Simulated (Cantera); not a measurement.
Input: 1 mol C₂F₆, 7.5 mol H₂, at 0.000280 bar.

These are equilibrium values from Cantera (NASA tables, ideal gas, pure condensed phases), not measurements of a reactor. Candidate condensed phases: C, C₆H₆, C₇H₈, C₈H₁₈; 110 gas species. Ions and electrons are included (thermal ionisation). The feed counts by its element totals alone. Rates play no part.

x: gas mole fraction; nothing condenses.

| T (°C) | x H | x F | x HF | x C | x C₃ | x C₂ | x H₂ |
|---|---|---|---|---|---|---|---|
| 2727 | 0.616 | 0.147 | 0.164 | 0.0429 | 0.0149 | 0.00636 | 0.00426 |
| 2977 | 0.641 | 0.230 | 0.0426 | 0.0785 | 0.00146 | 0.00323 | 0.00112 |
| 3227 | 0.649 | 0.254 | 0.00981 | 0.0857 | 5.50e-5 | 0.000763 | 0.000338 |
| 3477 | 0.651 | 0.259 | 0.00255 | 0.0867 | 2.63e-6 | 0.000192 | 0.000118 |
| 3727 | 0.652 | 0.260 | … | 0.0868 | … | … | … |
| 3977 | 0.652 | 0.261 | … | 0.0868 | … | … | … |
| 4227 | 0.652 | 0.261 | 0.000104 | 0.0867 | 2.01e-9 | 7.25e-6 | 9.96e-6 |
| 4477 | 0.652 | 0.261 | 4.45e-5 | 0.0864 | 3.00e-10 | 3.04e-6 | 5.18e-6 |
| 4727 | 0.651 | 0.261 | 2.07e-5 | 0.0859 | 5.38e-11 | 1.38e-6 | 2.87e-6 |

**Question.** What belongs in the gaps?

**Answer.** 
- 3727, x HF: 0.000772
- 3727, x C₃: 1.79e-7
- 3727, x C₂: 5.64e-5
- 3727, x H₂: 4.68e-5
- 3977, x HF: 0.000267
- 3977, x C₃: 1.67e-8
- 3977, x C₂: 1.91e-5
- 3977, x H₂: 2.06e-5
